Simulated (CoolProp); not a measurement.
Vapour-liquid equilibrium of ethylene (1) + n-butane (2) at -13.15 °C; x and y are mole fractions of (1).

Computed with CoolProp (multi-fluid Helmholtz-energy mixture model, Smukala 2000 and Bücker 2006; pair parameters Bell 2016).

```
x     bubble pressure, mixture model (MPa)  bubble pressure, Raoult's law (MPa)  y, mixture model  y, Raoult's law
----  ------------------------------------  -----------------------------------  ----------------  ---------------
0.05                                0.2141                               0.2081             0.714            0.722
0.15                                0.4648                               0.5024             0.869            0.897
0.25                                0.6826                               0.7966             0.913            0.943
0.35                                0.8983                                1.091             0.937            0.964
0.45                                 1.130                                1.385             0.953            0.976
0.55                                 1.389                                1.679             0.965            0.984
0.65                                 1.682                                1.974             0.974            0.989
0.75                                 2.009                                2.268             0.982            0.993
0.85                                 2.369                                2.562             0.989            0.996
0.95                                 2.770                                2.856             0.996            0.999
```

The largest gap from Raoult's law is -18.4 % in bubble pressure, at x = 0.45. No azeotrope shows between x = 0.05 and 0.95.

The pair parameters rest on a limited set of measurements; away from them the model extrapolates. The gap from Raoult's law changes sign with composition, which may be real or a fault of the pair parameters; it wasn't checked against measurements.
